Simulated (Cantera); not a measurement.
A Cantera script and its output.

```python
import numpy as np
import cantera as ct

gas = ct.Solution("gri30.yaml")
gas.TPX = 725, 190000, {'H2': 1, 'O2': 0.294, 'N2': 1.11, 'NO': 0.0036}
inlet = ct.Reservoir(gas, clone=True)
gas.equilibrate("HP")  # start burning
reactor = ct.IdealGasConstPressureReactor(gas, energy="on", clone=False)
exhaust = ct.Reservoir(gas, clone=True)
tau = [0.078, 0.038, 0.018, 0.0088, 0.0042, 0.002, 0.00099, 0.00048, 0.00023, 0.00011, 5.4e-05][0]
for a, b in ((inlet, reactor), (reactor, exhaust)):
    ct.MassFlowController(a, b, mdot=lambda t: reactor.mass / tau)
net = ct.ReactorNet([reactor])
show = ['H2', 'O2', 'NO', 'N2', 'OH', 'O', 'HO2']

rows = []
print(f"{'tau/s':>10s}{'T/K':>9s}" + "".join(f"{s:>11s}" for s in show))
for tau in [0.078, 0.038, 0.018, 0.0088, 0.0042, 0.002, 0.00099, 0.00048, 0.00023, 0.00011, 5.4e-05]:
    net.initial_time = 0.0
    net.advance(30 * tau)
    before = gas.X
    net.advance(40 * tau)
    drift = np.max(np.abs(gas.X - before) / (gas.X + 1e-9))
    rows.append([gas.T, *gas[show].X, drift])
    print(f"{tau:10.3e}{gas.T:9.1f}" + "".join(f"{x:11.3e}" for x in gas[show].X))
```

Output:

```
     tau/s      T/K         H2         O2         NO         N2         OH          O        HO2
 7.800e-02   2478.4  1.901e-01  4.154e-05  3.177e-04  5.236e-01  2.254e-03  6.025e-05  4.338e-08
 3.800e-02   2475.3  1.900e-01  4.989e-05  3.842e-04  5.234e-01  2.337e-03  6.516e-05  4.959e-08
 1.800e-02   2469.3  1.899e-01  6.684e-05  4.885e-04  5.231e-01  2.507e-03  7.579e-05  6.302e-08
 8.800e-03   2459.0  1.895e-01  9.708e-05  6.263e-04  5.226e-01  2.805e-03  9.671e-05  8.942e-08
 4.200e-03   2440.9  1.887e-01  1.529e-04  8.067e-04  5.217e-01  3.326e-03  1.403e-04  1.443e-07
 2.000e-03   2412.2  1.875e-01  2.512e-04  1.016e-03  5.203e-01  4.124e-03  2.267e-04  2.517e-07
 9.900e-04   2372.3  1.857e-01  4.104e-04  1.219e-03  5.185e-01  5.146e-03  3.784e-04  4.335e-07
 4.800e-04   2315.8  1.830e-01  6.861e-04  1.399e-03  5.159e-01  6.413e-03  6.505e-04  7.448e-07
 2.300e-04   2239.8  1.794e-01  1.154e-03  1.526e-03  5.126e-01  7.770e-03  1.102e-03  1.260e-06
 1.100e-04   2143.4  1.750e-01  1.920e-03  1.593e-03  5.084e-01  8.939e-03  1.775e-03  2.116e-06
 5.400e-05   2031.6  1.703e-01  3.108e-03  1.615e-03  5.037e-01  9.582e-03  2.625e-03  3.543e-06
```

Detailed kinetics in Cantera: GRI-Mech 3.0 (53 species, 325 reactions). The mechanism lacks 2 NO + O2 → 2 NO2 and HONO, so NO2 and the effect of NO are under-described below about 1400 K.
